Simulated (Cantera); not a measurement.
Charge: 1 mol Pb, 0.76 mol O2, 3.1 mol H2, equilibrated at 21.0 mbar.

Equilibrium computed with Cantera from the NASA thermochemical tables; the gas is ideal and each condensed phase is pure. Candidate condensed phases: H2O, Pb, PbO, PbO2, Pb3O4; 12 gas species. Kinetics and transport are ignored.

log p: log10 of the partial pressure in bar; n: condensed amount in mol.

```csv
T (K),log p H2,log p H2O,log p Pb,log p PbO,n Pb(l)
898,-1.97,-1.99,-5.89,[?],1.000
948,-1.97,-1.99,-5.32,[?],0.999
998,-1.97,-1.99,-4.81,[?],0.998
1048,-1.97,-1.99,-4.35,[?],0.993
1098,-1.97,-1.99,-3.93,[?],0.983
1148,-1.98,-1.99,-3.55,[?],0.958
1198,-1.98,-2.00,-3.20,[?],0.905
1248,-2.00,-2.02,-2.89,[?],0.795
1298,-2.03,-2.04,-2.59,[?],0.570
1348,-2.08,-2.10,-2.32,[?],0.0868
1398,-2.09,-2.11,-2.29,[?],0
1448,-2.09,-2.11,-2.29,[?],0
```

What belongs in the gaps?


- 898, log p PbO: -12.18
- 948, log p PbO: -11.24
- 998, log p PbO: -10.40
- 1048, log p PbO: -9.63
- 1098, log p PbO: -8.94
- 1148, log p PbO: -8.30
- 1198, log p PbO: -7.72
- 1248, log p PbO: -7.19
- 1298, log p PbO: -6.70
- 1348, log p PbO: -6.24
- 1398, log p PbO: -6.04
- 1448, log p PbO: -5.88
